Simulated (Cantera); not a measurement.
A closed system holds: 1 mol Si₂Cl₆, 4 mol HCl, 24 mol H₂, at 1 atm.

Method: chemical equilibrium by Gibbs-energy minimisation in Cantera with the NASA 1993 tables (ideal gas, pure condensed phases). Candidate condensed phases: Si; 19 gas species. The feed counts by its element totals alone. The tables' values for SiCl₃ are old estimates; treat these amounts as uncertain. Rates play no part.

x: gas mole fraction; nothing condenses.

```tsv
T (K)	x H₂	x HCl	x SiCl₄	x SiCl₂	x SiHCl₃	x SiCl₃
1175	0.846	0.0848	0.0538	0.000468	0.0126	0.00160
1250	0.838	0.0930	0.0471	0.00207	0.0151	0.00370
1325	0.826	0.105	0.0386	0.00648	0.0155	0.00679
1400	0.810	[?]	[?]	[?]	[?]	0.00993
1475	0.792	0.141	0.0188	0.0253	0.0100	0.0118
1550	0.776	[?]	[?]	[?]	[?]	0.0119
1625	0.764	0.171	0.00569	0.0449	0.00397	0.0105
```

Q: Complete the blanks.

A: 
- 1400, x HCl: 0.122
- 1400, x SiCl₄: 0.0287
- 1400, x SiCl₂: 0.0146
- 1400, x SiHCl₃: 0.0134
- 1550, x HCl: 0.158
- 1550, x SiCl₄: 0.0109
- 1550, x SiCl₂: 0.0360
- 1550, x SiHCl₃: 0.00658
